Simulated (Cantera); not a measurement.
Input (Python, Cantera) and output of one run.

```python
import numpy as np
import cantera as ct

gas_names = """
    Fe FeO N NO NO2 NO3 N2 N2O O O2 O3 S SN SO SO2 SO3 S2 S2O S8
""".split()
cond_names = """
    Fe(a) Fe(c) Fe(d) Fe(L) FeO(s) FeO(L) FeS(a) FeS(b) FeS(c) FeS(L) FeSO4(s) FeS2(s) Fe2O3(s)
    Fe2S3O12(s) Fe3O4(s) S(cr1) S(cr2) S(L)
""".split()


def load(file, names, dense=False):
    # The tables refer to 1 bar. Condensed volumes are neglected.
    table = {s.name: s for s in ct.Species.list_from_file(file)}
    out = []
    for n in names:
        d = dict(table[n].input_data)
        d["thermo"] = dict(d["thermo"], **{"reference-pressure": 1e5})
        if dense:
            d["equation-of-state"] = {"model": "constant-volume", "density": "1e6 g/cm^3"}
        out.append(ct.Species.from_dict(d))
    return out


gas = ct.Solution(thermo="ideal-gas", species=load("nasa_gas.yaml", gas_names))
cond = {s.name: ct.Solution(thermo="fixed-stoichiometry", species=[s], name=s.name)
        for s in load("nasa_condensed.yaml", cond_names, dense=True)}
atoms = {
    'FeS2': {'Fe': 1, 'S': 2},
    'SO3': {'S': 1, 'O': 3},
    'N2': {'N': 2},
}
top_T = {'FeSO4(s)': 950, 'FeS2(s)': 1010, 'Fe2O3(s)': 1830, 'Fe2S3O12(s)': 1100, 'Fe3O4(s)': 1870}  # K; cautious upper limits of use, not melting points


def equilibrate(T, P, feed):
    n = {}
    for name, mol in feed.items():
        for a, k in atoms[name].items():
            n[a] = n.get(a, 0.0) + k * mol
    gas.TPX = T, P, n
    mass = sum(n.values()) * gas.mean_molecular_weight
    gas.equilibrate("TP")
    valid = [c for c in cond.values() if c.min_temp <= T <= top_T.get(c.name, c.max_temp)]
    mix = ct.Mixture([(gas, mass / gas.mean_molecular_weight)] + [(c, 0.0) for c in valid])
    mix.T, mix.P = T, P
    mix.equilibrate("TP", solver="vcs", rtol=1e-11, max_steps=5000)
    return mix


results = []
feed = {'FeS2': 1, 'SO3': 4.9, 'N2': 0.52}  # mol
T = 1100  # K
P = 100000  # Pa
mix = equilibrate(T, P, feed)
results.append((T, P, feed, dict(zip(mix.species_names, mix.species_moles))))
print(gas.report(threshold=1e-05))
for i in range(1, mix.n_phases):
    print(f"{mix.phase(i).name:16s} {mix.phase_moles(i):12.5e} mol")
```

It prints:

```
       temperature   1100 K
          pressure   1e+05 Pa
           density   0.67272 kg/m^3
  mean mol. weight   61.526 kg/kmol
   phase of matter   gas

                          1 kg             1 kmol
                     ---------------   ---------------
          enthalpy       -3.7524e+06       -2.3087e+08  J
   internal energy       -3.9011e+06       -2.4002e+08  J
           entropy            5001.3        3.0771e+05  J/K
    Gibbs function       -9.2539e+06       -5.6936e+08  J
 heat capacity c_p            866.35             53304  J/K
 heat capacity c_v            731.22             44989  J/K

                      mass frac. Y      mole frac. X     chem. pot. / RT
                     ---------------   ---------------   ---------------
                N2          0.032398          0.071155           -27.757
                SO        6.3095e-05        8.0776e-05           -37.829
               SO2           0.95103           0.91344           -65.585
                S2          0.013799          0.013241           -20.147
               S2O         0.0027141         0.0020843           -47.903
     [  +14 minor]        4.4257e-07        3.4524e-07

Fe(a)             0.00000e+00 mol
FeO(s)            0.00000e+00 mol
FeS(c)            0.00000e+00 mol
Fe2O3(s)          0.00000e+00 mol
Fe2S3O12(s)       0.00000e+00 mol
Fe3O4(s)          3.33333e-01 mol
S(L)              0.00000e+00 mol
```

Cantera equilibrium calculation (NASA polynomials, part measured and part estimated; ideal gas, pure solids and liquids). Gases not in the tables: S3 to S7.
